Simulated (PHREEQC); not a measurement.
Consider water at 25 °C with 0.014 mol HNO3 and 0.27 mol CuSO4 per kg of water. Closed to the air; pH follows from the charge balance.

Model: ion-association model, wateq4f.dat, run in PHREEQC.

```csv
quantity,before,after
pH,2.54,2.63
Cu+2 (mol/kgw),0.129,0.185
HSO4- (mol/kgw),0.0102,0.0109
SI of Chalcanthite (CuSO4:5H2O),-0.49,-0.28
SI of Tenorite (CuO),-4.04,-3.75
```

Which change was made?
(A) CuSO4 from 0.27 to 0.405 mol/kgw
(B) HNO3 from 0.014 to 0.07 mol/kgw
(C) 0.024 mol/kgw H3PO4 added
(D) HNO3 from 0.014 to 0.0154 mol/kgw

A, CuSO4 from 0.27 to 0.405 mol/kgw

This is a speciation only: nothing precipitates in the calculation. The ionic strength passes 0.7 mol/kgw, the rough limit of the ion-association models, in after.
